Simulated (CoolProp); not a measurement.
R1336mzz(Z) along the isotherm 500 K: Z from the reference equation and from simpler models built on Tc = 444.5 K, pc = 2.904 MPa, ω = 0.386; each cubic takes its own stable root.

Values from CoolProp's reference Helmholtz-energy equation of state, McLinden 2020.

```tsv
p (MPa)	phase	reference
0.023	gas	0.9982
0.0371	gas	0.9971
0.0599	gas	0.9953
0.0968	gas	0.9923
0.156	gas	0.9876
0.253	gas	0.9799
0.408	gas	0.9673
0.66	gas	0.9466
1.07	gas	0.9118
1.72	gas	0.8541
2.78	gas	0.7521
4.49	supercritical	0.5723
7.26	supercritical	0.4520
```

How far does each simpler model (van der Waals, Redlich-Kwong) lie from the reference over these 13 states: mean and median of the absolute difference, and the worst?


- van der Waals: mean 2.7 %, median 0.1 %, worst +17.2 % at 500 K and 7.26 MPa
- Redlich-Kwong: mean 1.5 %, median 0.2 %, worst -7.1 % at 500 K and 4.49 MPa
